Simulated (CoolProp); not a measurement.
Water at 298.15 K and 0.911 MPa flows at 0.25 m/s in a round tube of 50 mm bore and 15 µm roughness, fully developed (64/Re and Nu = 3.66 if laminar; Colebrook and Gnielinski if turbulent). Each further row changes one setting.

Values from CoolProp's reference Helmholtz-energy equation of state, Wagner 2002.

| case | Reynolds number | Darcy friction factor | pressure drop (Pa/m) | heat-transfer coefficient (W/(m² K)) | mass flow (kg/h) |
|---|---|---|---|---|---|
| as stated | 14000 | 0.0288 | 18.0 | 1250 | 1760 |
| velocity 0.5 m/s | 28000 | 0.0246 | … | … | … |
| diameter 100 mm | 28000 | … | 7.56 | 1150 | … |

What belongs in the gaps?


- velocity 0.5 m/s, pressure drop (Pa/m): 61.4
- velocity 0.5 m/s, heat-transfer coefficient (W/(m² K)): 2330
- velocity 0.5 m/s, mass flow (kg/h): 3530
- diameter 100 mm, Darcy friction factor: 0.0243
- diameter 100 mm, mass flow (kg/h): 7050

Viscosity comes from a separate model (Huber 2009). Thermal conductivity comes from a separate model (Huber 2012).
